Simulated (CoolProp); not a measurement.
Vapour-liquid equilibrium of propylene (1) + isobutane (2) at 15.65 °C; x and y are mole fractions of (1).

The numbers come from the multi-fluid Helmholtz-energy mixture model, Lemmon 2013 and Bücker 2006; pair parameters Bell 2016 in CoolProp.

```json
[
 {"x": "0.05", "bubble pressure, mixture model (MPa)": "0.3035", "bubble pressure, Raoult's law (MPa)": "0.2965", "y, mixture model": "0.160", "y, Raoult's law": "0.153"},
 {"x": "0.15", "bubble pressure, mixture model (MPa)": "0.3628", "bubble pressure, Raoult's law (MPa)": "0.3608", "y, mixture model": "0.348", "y, Raoult's law": "0.377"},
 {"x": "0.25", "bubble pressure, mixture model (MPa)": "0.4099", "bubble pressure, Raoult's law (MPa)": "0.4251", "y, mixture model": "0.470", "y, Raoult's law": "0.534"},
 {"x": "0.35", "bubble pressure, mixture model (MPa)": "0.4539", "bubble pressure, Raoult's law (MPa)": "0.4895", "y, mixture model": "0.570", "y, Raoult's law": "0.649"},
 {"x": "0.45", "bubble pressure, mixture model (MPa)": "0.5004", "bubble pressure, Raoult's law (MPa)": "0.5538", "y, mixture model": "0.662", "y, Raoult's law": "0.737"},
 {"x": "0.55", "bubble pressure, mixture model (MPa)": "0.5532", "bubble pressure, Raoult's law (MPa)": "0.6181", "y, mixture model": "0.748", "y, Raoult's law": "0.808"},
 {"x": "0.65", "bubble pressure, mixture model (MPa)": "0.6153", "bubble pressure, Raoult's law (MPa)": "0.6824", "y, mixture model": "0.827", "y, Raoult's law": "0.864"},
 {"x": "0.75", "bubble pressure, mixture model (MPa)": "0.6888", "bubble pressure, Raoult's law (MPa)": "0.7468", "y, mixture model": "0.895", "y, Raoult's law": "0.912"},
 {"x": "0.85", "bubble pressure, mixture model (MPa)": "0.7730", "bubble pressure, Raoult's law (MPa)": "0.8111", "y, mixture model": "0.949", "y, Raoult's law": "0.951"},
 {"x": "0.95", "bubble pressure, mixture model (MPa)": "0.8632", "bubble pressure, Raoult's law (MPa)": "0.8754", "y, mixture model": "0.987", "y, Raoult's law": "0.985"}
]
```

The largest gap from Raoult's law is -10.5 % in bubble pressure, at x = 0.55. No azeotrope shows between x = 0.05 and 0.95.

The pair parameters rest on a limited set of measurements; away from them the model extrapolates. The gap from Raoult's law changes sign with composition, which may be real or a fault of the pair parameters; it wasn't checked against measurements.
